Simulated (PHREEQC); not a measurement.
Solution (25 °C): 3 mol NaBr, 2.3 mol SrCl2 and 2.6 mol MgCl2 per kg of water. Closed to the air; pH follows from the charge balance.

Equilibrium calculation in PHREEQC: Pitzer model, pitzer.dat.

Each row changes one thing in this solution. This is a speciation only: nothing precipitates in the calculation.

| case | MgOH+ (mol/kgw) | SI of Bischofite (MgCl2:6H2O) | SI of MgCl2_4H2O (MgCl2:4H2O) |
|---|---|---|---|
| as made | 6.44e-6 | -0.72 | -2.12 |
| NaBr from 3 to 0.3 mol/kgw | 4.37e-6 | -1.08 | -2.81 |
| NaBr left out | 4.18e-6 | -1.12 | -2.89 |
| MgCl2 from 2.6 to 0.26 mol/kgw | [?] | -3.31 | -5.29 |
| NaBr from 3 to 4.5 mol/kgw | 7.97e-6 | [?] | -1.76 |
| diluted 5-fold with water | 5.83e-7 | -5.13 | -7.44 |

Q: What belongs in the gaps?

A: 
- MgCl2 from 2.6 to 0.26 mol/kgw, MgOH+ (mol/kgw): 1.27e-6
- NaBr from 3 to 4.5 mol/kgw, SI of Bischofite (MgCl2:6H2O): -0.58

Some of these states are supersaturated (in Halite, for instance).
